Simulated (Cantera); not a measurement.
Input (Python, Cantera) and output of one run.

```python
import numpy as np
import cantera as ct

gas_names = """
    H HNO HNO2 HNO3 HO2 H2 H2O H2O2 N NH NH2 NH3 NH2OH NO NO2 NO3 N2 N2H2 N2H4 N2O O OH O2 O3 Si SiH
    SiH2 SiH3 SiH4 SiN SiO SiO2 Si2 Si2N Si3
""".split()
cond_names = """
    H2O(s) H2O(L) Si(cr) Si(L) SiO2(Lqz) SiO2(hqz) SiO2(L) Si2N2O(s) Si3N4(a)
""".split()


# ... load() reads the species with a 1 bar reference pressure and builds the phases ...
atoms = {
    'Si2H6': {'Si': 2, 'H': 6},
    'NO': {'N': 1, 'O': 1},
    'H2': {'H': 2},
}
top_T = {'Si2N2O(s)': 2100, 'Si3N4(a)': 2400}  # K; cautious upper limits of use, not melting points


# ... equilibrate(T, P, feed) seeds the gas with the atoms and calls Mixture.equilibrate('TP', solver="vcs", rtol=1e-11, max_steps=5000) ...
results = []
feed = {'Si2H6': 1, 'NO': 1, 'H2': 5.6}  # mol
P = 110  # Pa
for T in [923, 1023, 1123, 1223, 1323, 1423, 1523]:
    mix = equilibrate(T, P, feed)
    results.append((T, P, feed, dict(zip(mix.species_names, mix.species_moles))))
    x = sorted(zip(gas.X, gas.species_names), reverse=True)
    print(f"T = {T:g} K  P = {P:g} Pa  gas = {mix.phase_moles(0):.4g} mol")
    print("   x: " + "  ".join(f"{s} {v:.3e}" for v, s in x if v > 0.0001))
    print("   condensed (mol): " + ("  ".join(f"{mix.phase(i).name} {mix.phase_moles(i):.4g}"
          for i in range(1, mix.n_phases) if mix.phase_moles(i) > 1e-12) or "none"))
```

Result:

```
T = 923 K  P = 110 Pa  gas = 8.6 mol
   x: H2 1.000e+00
   condensed (mol): Si(cr) 0.75  SiO2(hqz) 0.25  Si2N2O(s) 0.5
T = 1023 K  P = 110 Pa  gas = 8.6 mol
   x: H2 1.000e+00
   condensed (mol): Si(cr) 0.75  SiO2(hqz) 0.25  Si2N2O(s) 0.5
T = 1123 K  P = 110 Pa  gas = 8.6 mol
   x: H2 1.000e+00
   condensed (mol): Si(cr) 0.7498  SiO2(hqz) 0.2498  Si2N2O(s) 0.5
T = 1223 K  P = 110 Pa  gas = 8.608 mol
   x: H2 9.991e-01  SiO 9.335e-04
   condensed (mol): Si(cr) 0.746  SiO2(hqz) 0.246  Si2N2O(s) 0.5
T = 1323 K  P = 110 Pa  gas = 8.705 mol
   x: H2 9.879e-01  SiO 1.202e-02
   condensed (mol): Si(cr) 0.6977  SiO2(hqz) 0.1977  Si2N2O(s) 0.5
T = 1423 K  P = 110 Pa  gas = 9.101 mol
   x: H2 9.448e-01  SiO 5.495e-02  H 1.947e-04
   condensed (mol): Si(cr) 0.5001  Si2N2O(s) 0.4998
T = 1523 K  P = 110 Pa  gas = 9.133 mol
   x: H2 9.413e-01  SiO 5.637e-02  N2 1.629e-03  H 6.761e-04
   condensed (mol): Si(cr) 0.5147  Si2N2O(s) 0.4851
```

Method: chemical equilibrium by Gibbs-energy minimisation in Cantera with the NASA 1993 tables (ideal gas, pure condensed phases). The feed counts by its element totals alone. Mutual solubility and eutectic melting of coexisting phases are not modelled. The tables hold silica as quartz up to 1696 K and as liquid above; real silica turns to tridymite and cristobalite and melts near 1996 K.
